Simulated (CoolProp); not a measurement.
Aqueous ethanol as a coolant, at -3 °C, 1 atm.

Values from CoolProp's Melinder's fits for secondary coolants.

| mass % | freezing point (°C) | cp (kJ/(kg K)) | conductivity (W/(m K)) | viscosity (mPa s) | Prandtl number |
|---|---|---|---|---|---|
| 12.1 | -5.6 | 4.427 | 0.487 | 4.34 | 39.4 |
| 15.9 | -8.0 | 4.419 | 0.467 | 5.25 | 49.7 |
| 19.7 | -10.9 | 4.379 | 0.447 | 6.14 | 60.2 |
| 23.5 | -14.1 | 4.312 | 0.427 | 6.94 | 70.1 |
| 27.3 | -17.6 | 4.224 | 0.408 | 7.60 | 78.5 |
| 31.2 | -21.3 | 4.120 | 0.390 | 8.07 | 85.2 |
| 35 | -24.9 | 4.011 | 0.373 | 8.31 | 89.4 |
| 38.8 | -28.5 | 3.902 | 0.356 | 8.35 | 91.5 |
| 42.6 | -31.8 | 3.795 | 0.340 | 8.22 | 91.7 |
